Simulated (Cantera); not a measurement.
Feed: 1 mol Nb, 0.038 mol O2, 68 mol H2, held at 1.00 bar.

Cantera equilibrium calculation (NASA polynomials, part measured and part estimated; ideal gas, pure solids and liquids). Candidate condensed phases: H2O, Nb, NbO, NbO2, Nb2O5; 12 gas species. Mutual solubility and eutectic melting of coexisting phases are not modelled. NbO: taken at fixed stoichiometry. Condensed phases not in the tables: N, O or C dissolved in the metal. Equilibrium is a limit: real reactors are often held back by kinetics, nucleation or transport. All values below are at 1427 °C.

Base state: H2 1.000, H2O 0.000278, H 0.000147 (mole fractions); condensed: Nb(s) + NbO(s).

Problem. What changes in the equilibrium state with this change: pressure from 1.00 bar to 6.00e-6 bar?

Solution. 
```
species        before     after
-----------  --------  --------
H2              1.000     0.941
H            0.000147    0.0584
H2O          0.000278  0.000262
NbO2            <1e-9  0.000138
NbO             <1e-9   4.80e-5
Nb(s), mol      0.943     0.952
NbO(s), mol    0.0571    0.0349
```

Problem. What changes in the equilibrium state with this change: Nb replaced by Zr?

Solution. 
```tsv
species	before	after
H2	1.000	1.000
H	0.000147	0.000147
H2O	0.000278	4.96e-8
Nb(s), mol	0.943	0
NbO(s), mol	0.0571	0
Zr(β), mol	0	0.962
ZrO2(tetragonal), mol	0	0.0380
```
Further candidate phases: Zr, ZrO2.
